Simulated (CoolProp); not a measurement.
Model: reference Helmholtz-energy equation of state, Bücker 2006, in CoolProp.

For ethane, give the phase and the cp (kJ/(kg K)), isothermal compressibility (1/MPa), viscosity (µPa s), fugacity coefficient at 235.4 K and 515 kPa; 284.2 K and 515 kPa.


- 235.4 K and 515 kPa: gas; cp 1.69, isothermal compressibility 2.14, viscosity 7.57, fugacity coefficient 0.922
- 284.2 K and 515 kPa: gas; cp 1.77, isothermal compressibility 2.04, viscosity 9.04, fugacity coefficient 0.956

Viscosity comes from a separate model (Friend 1991).
